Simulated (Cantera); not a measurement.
A freely propagating, adiabatic, planar premixed flame of 2.95 % CH4, 3.24 % C2H6, 1.95 % C3H8, 19.3 % O2, 72.6 % N2, equivalence ratio 1.4, unburnt at 375 K and 488 Torr; mixture-averaged transport, grid criteria slope 0.08 and curve 0.16, no radiation.

Computed with Cantera and GRI-Mech 3.0 (53 species, 325 reactions). GRI-Mech 3.0 was tuned for natural gas; its chemistry of propane as a main component is partial and can be far from experiment. Burning velocities carry a grid error of a few per cent, more on coarse grids.

x: mole fraction of selected species; z is measured from the peak of heat release.

| z (mm) | T (K) | u (m/s) | x CH4 | x C2H6 | x C3H8 | x CH2O | x HCO | x CH2CO |
|---|---|---|---|---|---|---|---|---|
| -2.01 | 375 | 0.438 | 0.0294 | 0.0324 | 0.0194 | 1.76e-7 | <1e-8 | <1e-8 |
| -1.34 | 378 | 0.443 | 0.0292 | 0.0322 | 0.0193 | 1.98e-6 | <1e-8 | 1.31e-7 |
| -1.00 | 391 | 0.461 | 0.0289 | 0.0320 | 0.0192 | 1.48e-5 | <1e-8 | 1.20e-6 |
| -0.669 | [?] | 0.590 | 0.0273 | 0.0306 | 0.0187 | [?] | <1e-8 | [?] |
| -0.335 | 979 | 1.22 | 0.0209 | 0.0208 | 0.0127 | 0.00156 | 4.79e-7 | 0.000398 |
| -0.167 | 1388 | 1.78 | 0.0148 | 0.00877 | 0.00404 | 0.00163 | 1.50e-5 | 0.000986 |
| 0 | 1743 | 2.28 | 0.00612 | 0.000616 | 8.18e-5 | 0.000549 | 4.08e-5 | 0.000737 |
| 0.167 | 1916 | 2.52 | 0.00117 | 6.12e-6 | 4.38e-8 | 0.000129 | 1.86e-5 | 0.000116 |
| 0.335 | 1971 | 2.59 | 0.000182 | 1.07e-7 | <1e-8 | 2.80e-5 | 4.63e-6 | 1.41e-5 |
| 0.669 | 1997 | 2.61 | [?] | <1e-8 | <1e-8 | [?] | [?] | [?] |
| 1.34 | 2010 | 2.63 | 9.19e-8 | <1e-8 | <1e-8 | 2.30e-8 | 1.17e-7 | 1.48e-8 |
| 2.68 | 2024 | 2.64 | <1e-8 | <1e-8 | <1e-8 | <1e-8 | 9.33e-8 | <1e-8 |
| 5.35 | 2040 | 2.66 | <1e-8 | <1e-8 | <1e-8 | <1e-8 | 6.94e-8 | <1e-8 |

Q: Fill in the missing entries.

A: 
- -0.669, T (K): 492
- -0.669, x CH2O: 0.000212
- -0.669, x CH2CO: 2.54e-5
- 0.669, x CH4: 7.08e-6
- 0.669, x CH2O: 1.51e-6
- 0.669, x HCO: 3.73e-7
- 0.669, x CH2CO: 7.78e-7
